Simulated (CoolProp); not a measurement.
Vapour-liquid equilibrium of R134a (1) + R142b (2) at 0.98 bar; x and y are mole fractions of (1).

Model: multi-fluid Helmholtz-energy mixture model, Tillner-Roth 1994 and Lemmon 2006; pair parameters Bell 2016, in CoolProp.

```
x      bubble temperature, mixture model (K)  bubble temperature, Raoult's law (K)  y, mixture model  y, Raoult's law
-----  -------------------------------------  ------------------------------------  ----------------  ---------------
0.05                                   261.5                                 262.0             0.111            0.098
0.125                                  259.3                                 260.2             0.251            0.227
0.2                                    257.3                                 258.6             0.365            0.340
0.275                                  255.6                                 257.1             0.461            0.440
0.35                                   254.1                                 255.7             0.542            0.528
0.425                                  252.8                                 254.3             0.612            0.606
0.5                                    251.6                                 253.1             0.674            0.675
0.575                                  250.6                                 251.9             0.729            0.738
0.65                                   249.7                                 250.8             0.781            0.795
0.725                                  248.9                                 249.8             0.829            0.847
0.8                                    248.1                                 248.8             0.875            0.893
0.875                                  247.4                                 247.8             0.921            0.936
0.95                                   246.7                                 246.9             0.968            0.976
```

The largest gap from Raoult's law is -1.6 K in bubble temperature, at x = 0.35. No azeotrope shows between x = 0.05 and 0.95.

The pair parameters rest on a limited set of measurements; away from them the model extrapolates.
